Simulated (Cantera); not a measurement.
Mixture: CH₄ : O₂ : N₂ = 1 : 2.41 : 9.06 (molar parts), equivalence ratio 0.83, at 21.0 bar, adiabatic and at constant pressure. Ignition delay is the time to a rise of 400 K.

Model: GRI-Mech 3.0 (53 species, 325 reactions), integrated in Cantera. The pressure lies above the range GRI-Mech 3.0 was tuned for (to about 10 atm).

### Question
What does this change do: 0.07 parts H2 added?

### Answer
```
quantity                                                before       after
--------------------------------------------------  ----------  ----------
delay at 1098 K                                        7.44 ms     2.85 ms
delay at 1248 K                                        1.10 ms    0.550 ms
delay at 1398 K                                       0.230 ms    0.149 ms
delay at 1548 K                                        59.0 µs     44.6 µs
delay at 1698 K                                        17.8 µs     14.8 µs
apparent activation energy between 1548 and 1698 K  170 kJ/mol  160 kJ/mol
```

### Question
What does this change do: 0.76 parts H2O added?

### Answer
```json
[
 {"quantity": "delay at 1098 K", "before": "7.44 ms", "after": "7.59 ms"},
 {"quantity": "delay at 1248 K", "before": "1.10 ms", "after": "1.12 ms"},
 {"quantity": "delay at 1398 K", "before": "0.230 ms", "after": "0.243 ms"},
 {"quantity": "delay at 1548 K", "before": "59.0 µs", "after": "63.7 µs"},
 {"quantity": "delay at 1698 K", "before": "17.8 µs", "after": "18.9 µs"},
 {"quantity": "apparent activation energy between 1548 and 1698 K", "before": "170 kJ/mol", "after": "180 kJ/mol"}
]
```

### Question
What does this change do: pressure from 21.0 bar to 0.980 bar?

### Answer
| quantity | before | after |
|---|---|---|
| delay at 1098 K | 7.44 ms | 0.198 s |
| delay at 1248 K | 1.10 ms | 21.6 ms |
| delay at 1398 K | 0.230 ms | 3.29 ms |
| delay at 1548 K | 59.0 µs | 0.708 ms |
| delay at 1698 K | 17.8 µs | 0.216 ms |
| apparent activation energy between 1548 and 1698 K | 170 kJ/mol | 170 kJ/mol |
